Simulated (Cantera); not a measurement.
A perfectly stirred reactor is fed with 7.95 % H2, 8.37 % O2, 83.7 % N2, equivalence ratio 0.47, at 0.132 atm; it is held at 925 K, and followed from long to short residence time.

Cantera simulation using the H2/O2 subset of GRI-Mech 3.0, which has no nitrogen chemistry; the numbers are that mechanism's predictions, not measurements. Radical loss at walls, strong at low pressure, is not modelled. Below about 950 K walls govern HO2 and H2O2 in real vessels. The temperature is held fixed by assumption; the heat of reaction is taken as removed at once.

x: mole fraction; the columns are a selection and need not sum to one.

```tsv
τ (s)	x H2	x O2	x HO2	x O	x H2O2	x OH
0.41	0.00192	0.0466	6.50e-6	[?]	3.85e-7	5.88e-5
0.24	0.00254	0.0469	6.96e-6	[?]	3.85e-7	7.55e-5
0.14	0.00334	0.0473	7.38e-6	[?]	3.88e-7	9.70e-5
0.084	0.00433	0.0478	7.73e-6	[?]	3.93e-7	0.000123
0.050	0.00563	0.0484	8.05e-6	[?]	3.98e-7	0.000155
0.029	0.00742	0.0493	8.35e-6	[?]	4.01e-7	0.000197
0.017	0.00971	0.0504	8.61e-6	[?]	4.01e-7	0.000246
0.010	0.0127	0.0519	8.85e-6	[?]	3.97e-7	0.000304
0.0061	0.0162	0.0537	9.04e-6	[?]	3.87e-7	0.000363
```

**Question.** Complete the blanks.

**Answer.** 
- 0.41, x O: 7.29e-5
- 0.24, x O: 9.96e-5
- 0.14, x O: 0.000135
- 0.084, x O: 0.000180
- 0.050, x O: 0.000239
- 0.029, x O: 0.000320
- 0.017, x O: 0.000422
- 0.010, x O: 0.000549
- 0.0061, x O: 0.000694
